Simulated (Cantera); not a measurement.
A closed system holds: 1 mol MgCO₃, 13 mol O₂, equilibrated at 0.00490 bar.

Cantera equilibrium calculation (NASA polynomials, part measured and part estimated; ideal gas, pure solids and liquids). Candidate condensed phases: C, Mg, MgCO₃, MgO; 15 gas species. Rates play no part.

x: gas mole fraction; n: condensed amount in mol.

```json
[
 {"T (°C)": "1577", "x O₂": "0.926", "x CO₂": "0.0710", "x O": "0.00265", "x CO": "0.000359", "x Mg": "?", "n MgO(s)": "1.000"},
 {"T (°C)": "1627", "x O₂": "0.925", "x CO₂": "0.0707", "x O": "0.00410", "x CO": "0.000576", "x Mg": "?", "n MgO(s)": "1.000"},
 {"T (°C)": "1677", "x O₂": "0.923", "x CO₂": "0.0703", "x O": "0.00619", "x CO": "0.000900", "x Mg": "?", "n MgO(s)": "1.000"},
 {"T (°C)": "1727", "x O₂": "0.920", "x CO₂": "0.0697", "x O": "0.00917", "x CO": "0.00137", "x Mg": "?", "n MgO(s)": "1.000"},
 {"T (°C)": "1777", "x O₂": "0.916", "x CO₂": "0.0688", "x O": "0.0133", "x CO": "0.00204", "x Mg": "?", "n MgO(s)": "0.999"},
 {"T (°C)": "1827", "x O₂": "0.910", "x CO₂": "0.0677", "x O": "0.0189", "x CO": "0.00297", "x Mg": "?", "n MgO(s)": "0.998"},
 {"T (°C)": "1877", "x O₂": "0.903", "x CO₂": "0.0661", "x O": "0.0265", "x CO": "0.00421", "x Mg": "?", "n MgO(s)": "0.995"}
]
```

Q: Some entries are withheld; supply them.

A: 
- 1577, x Mg: 3.82e-7
- 1627, x Mg: 1.33e-6
- 1677, x Mg: 4.34e-6
- 1727, x Mg: 1.33e-5
- 1777, x Mg: 3.88e-5
- 1827, x Mg: 0.000107
- 1877, x Mg: 0.000283
